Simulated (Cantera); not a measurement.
Charge: 1 mol Fe(CO)5, 14 mol H2, at 0.0100 bar.

Method: chemical equilibrium by Gibbs-energy minimisation in Cantera with the NASA 1993 tables (ideal gas, pure condensed phases). Candidate condensed phases: C, C6H6, C7H8, C8H18, Fe, Fe(CO)5, FeO, Fe(OH)2, Fe(OH)3, Fe2O3, Fe3O4, H2O; 114 gas species. Condensed phases not in the tables: cementite and carbon dissolved in iron. Rates play no part.

x: gas mole fraction; n: condensed amount in mol.

```
T (K)   x H2   x CO     x H2O     x CO2     x CH4  x H  x C2H2 (acetylene)  n C(graphite)  n Fe(α)
-----  -----  -----  --------  --------  --------  ---  ------------------  -------------  -------
775    0.745  0.146    0.0491    0.0485    0.0114  [?]              <1e-12           1.48     1.00
825    0.741  0.214    0.0200    0.0206   0.00496  [?]            2.68e-12          0.648     1.00
875    0.737  0.247   0.00741   0.00656   0.00237  [?]            1.75e-11          0.217     1.00
925    0.736  0.258   0.00282   0.00200   0.00123  [?]            9.34e-11         0.0678     1.00
975    0.736  0.261   0.00116  0.000656  0.000681  [?]            4.20e-10         0.0214     1.00
1025   0.736  0.262  0.000513  0.000237  0.000399  [?]             1.63e-9        0.00667     1.00
1075   0.737  0.263  0.000245   9.39e-5  0.000245  [?]             5.54e-9        0.00178     1.00
1125   0.737  0.263  0.000125   4.05e-5  0.000157  [?]             1.69e-8              0     1.00
```

**Question.** Some entries are withheld; supply them.

**Answer.** 
- 775, x H: 8.56e-12
- 825, x H: 6.83e-11
- 875, x H: 4.31e-10
- 925, x H: 2.23e-9
- 975, x H: 9.81e-9
- 1025, x H: 3.74e-8
- 1075, x H: 1.26e-7
- 1125, x H: 3.81e-7
